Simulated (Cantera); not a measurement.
Catalytic combustion on Pt

An isothermal plug-flow reactor at 475 K and 100000 Pa (inlet), inlet velocity 1.6 m/s, active area per volume 1100 1/m; feed H₂ : O₂ : N₂ = 0.0046 : 0.15 : 0.79 (molar parts).

Cantera simulation using Deutschmann's 1995 Pt surface mechanism with GRI-Mech 3.0 gas chemistry; the numbers are that mechanism's predictions, not measurements. Catalytic surfaces can have several steady states; this one follows from the mechanism file's or the stated starting coverage. Mass transfer to the wall is taken as infinitely fast.

```json
[
 {"z (m)": "0.00025", "x H₂": "0.00407", "x O₂": "0.158", "x H₂O": "0.000801", "θ free Pt": "0.0364", "θ O*": "0.948", "θ OH*": "0.0157"},
 {"z (m)": "0.00042", "x H₂": "0.00366", "x O₂": "0.158", "x H₂O": "0.00121", "θ free Pt": "0.0328", "θ O*": "0.951", "θ OH*": "0.0158"},
 {"z (m)": "0.00071", "x H₂": "0.00312", "x O₂": "0.158", "x H₂O": "0.00175", "θ free Pt": "0.0280", "θ O*": "0.956", "θ OH*": "0.0156"},
 {"z (m)": "0.0012", "x H₂": "0.00250", "x O₂": "0.158", "x H₂O": "0.00237", "θ free Pt": "0.0225", "θ O*": "0.962", "θ OH*": "0.0150"},
 {"z (m)": "0.002", "x H₂": "0.00189", "x O₂": "0.158", "x H₂O": "0.00299", "θ free Pt": "0.0170", "θ O*": "0.969", "θ OH*": "0.0139"},
 {"z (m)": "0.0033", "x H₂": "0.00135", "x O₂": "0.157", "x H₂O": "0.00353", "θ free Pt": "0.0122", "θ O*": "0.975", "θ OH*": "0.0124"},
 {"z (m)": "0.0055", "x H₂": "0.000909", "x O₂": "0.157", "x H₂O": "0.00397", "θ free Pt": "0.00820", "θ O*": "0.981", "θ OH*": "0.0105"},
 {"z (m)": "0.0091", "x H₂": "0.000592", "x O₂": "0.157", "x H₂O": "0.00429", "θ free Pt": "0.00535", "θ O*": "0.986", "θ OH*": "0.00874"},
 {"z (m)": "0.015", "x H₂": "0.000377", "x O₂": "0.157", "x H₂O": "0.00450", "θ free Pt": "0.00340", "θ O*": "0.989", "θ OH*": "0.00709"},
 {"z (m)": "0.025", "x H₂": "0.000233", "x O₂": "0.157", "x H₂O": "0.00465", "θ free Pt": "0.00211", "θ O*": "0.992", "θ OH*": "0.00564"}
]
```
x: gas mole fraction; θ: surface coverage.
